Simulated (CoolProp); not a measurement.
trans-2-butene at several states: Z from the reference equation and from simpler models built on Tc = 155.5 °C, pc = 4.019 MPa, ω = 0.210; each cubic takes its own stable root.

Computed with CoolProp (reference Helmholtz-energy equation of state, Lemmon 2005). It is a short technical equation, of lower accuracy than the large ones.

```csv
T (°C),p (MPa),phase,reference,van der Waals,Soave-Redlich-Kwong
168.15,0.0253,gas,0.9980,0.9983,0.9980
-98.65,2.26,liquid,(withheld),0.1998,(withheld)
58.45,11.7,liquid,(withheld),(withheld),(withheld)
-86.35,0.0951,liquid,(withheld),(withheld),(withheld)
```

Q: What belongs in the gaps?

A: 
- -98.65, reference: 0.1195
- -98.65, Soave-Redlich-Kwong: 0.1335
- 58.45, reference: 0.4108
- 58.45, van der Waals: 0.6343
- 58.45, Soave-Redlich-Kwong: 0.4477
- -86.35, reference: 0.004785
- -86.35, van der Waals: 0.008004
- -86.35, Soave-Redlich-Kwong: 0.005322
